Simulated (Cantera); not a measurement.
Thermodynamics of chemical vapour transport, feed Al + Cl2 + N2

Charge: 1 mol Al, 1.7 mol Cl2, 0.15 mol N2, equilibrated at 62000 Pa.

Equilibrium computed with Cantera from the NASA thermochemical tables; the gas is ideal and each condensed phase is pure. Candidate condensed phases: Al, AlCl3, AlN; 11 gas species. Kinetics and transport are ignored.

| T (°C) | log p AlCl3 | log p Al2Cl6 | log p Cl2 | log p N2 | log p Cl |
|---|---|---|---|---|---|
| 525 | -0.64 | -0.74 | -0.92 | -1.05 | -5.51 |
| 575 | -0.51 | -0.93 | -0.96 | -1.09 | -5.05 |
| 625 | -0.43 | -1.17 | -0.99 | -1.12 | -4.64 |
| 675 | -0.38 | -1.44 | -1.01 | -1.14 | -4.27 |
| 725 | -0.36 | -1.71 | -1.02 | -1.15 | -3.94 |
| 775 | -0.35 | -1.98 | -1.03 | -1.15 | -3.63 |
| 825 | -0.35 | -2.23 | -1.03 | -1.16 | -3.35 |
| 875 | -0.34 | -2.45 | -1.04 | -1.16 | -3.09 |
| 925 | -0.34 | -2.66 | -1.04 | -1.16 | -2.85 |
| 975 | -0.34 | -2.86 | -1.04 | -1.16 | -2.64 |
| 1025 | -0.34 | -3.04 | -1.05 | -1.16 | -2.44 |
| 1075 | -0.34 | -3.20 | -1.05 | -1.16 | -2.25 |
| 1125 | -0.34 | -3.35 | -1.06 | -1.16 | -2.08 |
log p: log10 of the partial pressure in bar; nothing condenses.

From 525 °C to 1125 °C nothing is condensed. The main Al-bearing gas is Al2Cl6 at 525 °C and AlCl3 at 1125 °C.
